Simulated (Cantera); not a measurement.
A closed system holds: 1 mol borazine, 0.56 mol O2, 6.8 mol N2, equilibrated at 2050 °C.

Cantera equilibrium calculation (NASA polynomials, part measured and part estimated; ideal gas, pure solids and liquids). Candidate condensed phases: B, BN, B2O3, B3O3H3, H2O; 39 gas species. The feed counts by its element totals alone. Rates play no part.

**Question.** Which condensed phases are stable at each of these points (P (Pa)): 10, 46, 220, 1000, 4600, 22000, 100000?

**Answer.** 
```
P (Pa)  condensed phases  B condensed (%)
------  ----------------  ---------------
10              gas only              0.0
46                  B(s)             47.6
220                 B(s)             58.8
1000                B(s)             61.2
4600               BN(s)             62.4
22000              BN(s)             63.3
100000             BN(s)             65.7
```

At 10.0 Pa nothing is condensed. From 46.0 Pa to 10.0 mbar the condensed part is B(s). From 46.0 mbar to 1.00 bar the condensed part is BN(s).
